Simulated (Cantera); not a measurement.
Charge: 1 mol TiCl4, 18 mol H2O, at 0.000730 bar.

Equilibrium computed with Cantera from the NASA thermochemical tables; the gas is ideal and each condensed phase is pure. Candidate condensed phases: H2O, Ti, TiCl2, TiCl3, TiCl4, TiO, TiO2, Ti2O3, Ti3O5, Ti4O7; 23 gas species. The numbers say what is thermodynamically allowed, not how fast it happens. All values below are at 1227 °C.

Base state: H2O 0.797, HCl 0.197, H2 0.00235, Cl 0.00214, O2 0.000566, OH 0.000306, H 3.16e-5 (mole fractions); condensed: TiO2(rutile).

Problem. What changes in the equilibrium state with this change: pressure from 0.000730 bar to 0.0133 bar?

Solution. 
```
species              before     after
-----------------  --------  --------
H2O                   0.797     0.799
HCl                   0.197     0.199
H2                  0.00235  0.000895
H                   3.16e-5   4.56e-6
O2                 0.000566  0.000214
OH                 0.000306  0.000116
Cl                  0.00214  0.000817
TiO2(rutile), mol      1.00      1.00
```
Gases not in the tables: TiO(OH)2.

Problem. What changes in the equilibrium state with this change: H2O from 18 to 0.58 mol?

Solution. 
```csv
species,before,after
HCl,0.197,0.592
TiCl4,<1e-9,0.318
TiCl3,<1e-9,0.0449
H2O,0.797,1.31e-5
Cl,0.00214,0.0442
O2,0.000566,<1e-9
TiOCl2,<1e-9,0.000292
TiCl2,<1e-9,1.23e-5
OH,0.000306,3.47e-8
Cl2,9.81e-7,0.000417
"TiO2(rutile), mol",1.00,0.290
```
The tables' values for TiCl2 are old estimates; treat these amounts as uncertain.
